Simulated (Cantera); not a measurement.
A perfectly stirred reactor is fed with CH4 : O2 : N2 = 1 : 1.67 : 6.27 (molar parts), equivalence ratio 1.2, at 3600 Torr; it is adiabatic with a 625 K inlet, and is followed from long to short residence time, starting on the burning branch (τ in s: 0.12, 0.053, 0.024, 0.011, 0.0048, 0.0021, 0.00096, 0.00043, 0.00019, 8.6e-05, 3.8e-05).

Model: GRI-Mech 3.0 (53 species, 325 reactions), integrated in Cantera.

One state of this run: T (K) = 2271; x CH4 = 0.000242; x O2 = 0.00381; x H = 0.00444; x CO2 = 0.0562; x C2H4 = 8.73e-7; x HCN = 2.80e-5; x H2O = 0.181. x: mole fraction; the columns are a selection and need not sum to one.

Task: Which value of τ (s) does it belong to?
A. 0.00019
B. 0.011
C. 8.6e-5
D. 3.8e-5

Result: A, 0.00019
